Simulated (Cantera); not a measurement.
A closed system holds: 1 mol Si2Cl6, 0.11 mol NH3, 0.13 mol H2.

Cantera equilibrium calculation (NASA polynomials, part measured and part estimated; ideal gas, pure solids and liquids). Candidate condensed phases: NH4Cl, Si, Si3N4; 28 gas species. The feed counts by its element totals alone. Mutual solubility and eutectic melting of coexisting phases are not modelled. The tables' values for SiCl3 are old estimates. Equilibrium is a limit: real reactors are often held back by kinetics, nucleation or transport.

Question: What condenses at these points (T in K, P in Pa): (1700, 1200); (1900, 3700); (1900, 140); (800, 5); (800, 1200); (1200, 15)?

Answer: 
```tsv
T (K)	P in Pa	condensed phases	Si condensed (%)
1700	1200	gas only	0.0
1900	3700	gas only	0.0
1900	140	gas only	0.0
800	5	Si + Si3N4	24.9
800	1200	Si + Si3N4	24.2
1200	15	Si3N4	3.8
```
